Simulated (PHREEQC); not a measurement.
Solution (15 °C): 0.27 mol CuCl2, 0.00069 mol HBF4 and 0.0033 mol KCl per kg of water. Closed to the air; pH follows from the charge balance.

All values are PHREEQC results (ion-association model, phreeqc.dat), not measurements.

Question: The ionic strength comes out as 0.721 mol/kgw. What activity coefficients do CuCl3-, BF4-, BF3OH-, CuF+, K+ get?

Answer: CuCl3- 0.63, BF4- 0.76, BF3OH- 0.76, CuF+ 0.76, K+ 0.62.

Precipitation was switched off in this run. Caution: at this ionic strength the ion-association model is outside its range; a Pitzer model would be the better tool where its parameters exist. Species that the database lacks are ignored. Real BF4- forms and hydrolyses slowly; the run takes it at equilibrium.
